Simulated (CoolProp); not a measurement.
Vapour pressure (MPa) of hydrogen sulfide: the reference equation beside estimates from Tc = 373.1 K, pc = 8.999 MPa, ω = 0.101.

Values from CoolProp's reference Helmholtz-energy equation of state, Lemmon 2006. It is a short technical equation, of lower accuracy than the large ones.

```
T (K)  reference  Redlich-Kwong  Soave-Redlich-Kwong
-----  ---------  -------------  -------------------
216.5     0.1215         0.1286               0.1200
221.3     0.1527         0.1631               0.1510
226.1     0.1898         0.2044               0.1880
230.8     0.2326         0.2521               0.2307
235.6     0.2837         0.3091               0.2816
240.3     0.3416         0.3737               0.3396
245.1     0.4097         0.4495               0.4078
249.9     0.4876         0.5361               0.4859
254.6     0.5742         0.6322               0.5730
```

Absolute difference from the reference over all 9 rows, mean and median: Redlich-Kwong 8.5 and 9.0 %, Soave-Redlich-Kwong 0.7 and 0.7 %.
